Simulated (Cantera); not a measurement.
An adiabatic, constant-volume homogeneous reactor starts with CH₄ : O₂ : N₂ : H₂O = 1 : 2.82 : 10.6 : 0.54 (molar parts), equivalence ratio 0.71, at 1050 K and 360 Torr. Integrator tolerance rtol = 1e-08.

Cantera simulation using GRI-Mech 3.0 (53 species, 325 reactions); the numbers are that mechanism's predictions, not measurements.

Task: What does this change do: pressure from 360 Torr to 1430 Torr?

Result: 
```csv
quantity,before,after
time of steepest temperature rise,0.822 s,0.201 s
temperature at 2.00 s,2516 K,2573 K
equilibrium temperature,2516 K,2573 K
x(CH₄) at 2.00 s,<1e-12 (gas-phase equilibrium <1e-12),<1e-12 (gas-phase equilibrium <1e-12)
x(O₂) at 2.00 s,0.0509 (gas-phase equilibrium 0.0509),0.0495 (gas-phase equilibrium 0.0495)
x(H₂O) at 2.00 s,0.156 (gas-phase equilibrium 0.156),0.160 (gas-phase equilibrium 0.160)
x(HCN) at 2.00 s,3.25e-11 (gas-phase equilibrium 3.25e-11),5.02e-11 (gas-phase equilibrium 5.02e-11)
x(H) at 2.00 s,0.00162 (gas-phase equilibrium 0.00162),0.000844 (gas-phase equilibrium 0.000844)
x(CH₂) at 2.00 s,<1e-12 (gas-phase equilibrium <1e-12),<1e-12 (gas-phase equilibrium <1e-12)
```

Task: What does this change do: pressure from 360 Torr to 1650 Torr?

Result: 
```csv
quantity,before,after
time of steepest temperature rise,0.822 s,0.170 s
temperature at 2.00 s,2516 K,2578 K
equilibrium temperature,2516 K,2578 K
x(CH₄) at 2.00 s,<1e-12 (gas-phase equilibrium <1e-12),<1e-12 (gas-phase equilibrium <1e-12)
x(O₂) at 2.00 s,0.0509 (gas-phase equilibrium 0.0509),0.0494 (gas-phase equilibrium 0.0494)
x(H₂O) at 2.00 s,0.156 (gas-phase equilibrium 0.156),0.160 (gas-phase equilibrium 0.160)
x(HCN) at 2.00 s,3.25e-11 (gas-phase equilibrium 3.25e-11),5.20e-11 (gas-phase equilibrium 5.20e-11)
x(H) at 2.00 s,0.00162 (gas-phase equilibrium 0.00162),0.000783 (gas-phase equilibrium 0.000783)
x(CH₂) at 2.00 s,<1e-12 (gas-phase equilibrium <1e-12),<1e-12 (gas-phase equilibrium <1e-12)
```
